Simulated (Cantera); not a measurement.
## Equilibrium for chlorosilane synthesis and conversion: Si + HCl + H₂

A closed system holds: 1 mol Si, 2.2 mol HCl, 5.4 mol H₂, at 725 K and 2400000 Pa.

Cantera equilibrium calculation (NASA polynomials, part measured and part estimated; ideal gas, pure solids and liquids). Candidate condensed phases: Si; 19 gas species. Equilibrium is a limit: real reactors are often held back by kinetics, nucleation or transport.

```json
{
 "x(H₂)": "0.902",
 "x(SiHCl₃)": "0.0583",
 "x(SiCl₄)": "0.0319",
 "x(SiH₂Cl₂)": "0.00740",
 "x(SiH₃Cl)": "0.000206",
 "x(HCl)": "0.000153",
 "x(SiH₄)": "2.73e-6",
 "x(SiCl₃)": "1.63e-6",
 "n(Si(s))": "0.323 mol",
 "gas_amount": "6.923 mol"
}
```
